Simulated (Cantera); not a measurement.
**TEOS + NO + H2 + H2O (silicon oxide and oxynitride deposition)**

Charge: 1 mol TEOS, a varied amount of NO, 0.88 mol H2, 3.2 mol H2O, at 852 °C and 0.0133 bar.

Equilibrium computed with Cantera from the NASA thermochemical tables; the gas is ideal and each condensed phase is pure. Candidate condensed phases: C, C6H6, C7H8, C8H18, H2O, Si, SiC, SiO2, Si2N2O, Si3N4; 151 gas species. The feed counts by its element totals alone. Rates play no part.

```csv
n(NO) (mol),x H2,x CO,x H2O,x N2,x CO2,x CH4,x HCN,x NH3,n C(graphite),n SiO2(β-quartz)
0.78,0.688,0.292,0.000172,0.0191,6.66e-5,0.000182,3.52e-6,2.92e-7,2.02,1.00
2.8,0.599,0.340,0.000175,0.0596,9.04e-5,0.000138,5.80e-6,4.19e-7,0.00285,1.00
4.7,0.525,0.301,0.0511,0.0962,0.0266,2.81e-7,1.83e-8,4.37e-7,0,1.00
6.7,0.453,0.262,0.101,0.132,0.0528,7.99e-8,7.59e-9,4.10e-7,0,1.00
8.7,0.387,0.225,0.146,0.165,0.0773,2.95e-8,3.97e-9,3.61e-7,0,1.00
11,0.317,0.186,0.194,0.199,0.104,1.01e-8,2.02e-9,2.95e-7,0,1.00
13,0.261,0.155,0.232,0.227,0.125,3.91e-9,1.12e-9,2.35e-7,0,1.00
```
x: gas mole fraction; n: condensed amount in mol.

From 0.78 mol NO to 2.8 mol NO the condensed part is C(graphite) + SiO2(β-quartz). From 4.7 mol NO to 13 mol NO the condensed part is SiO2(β-quartz).
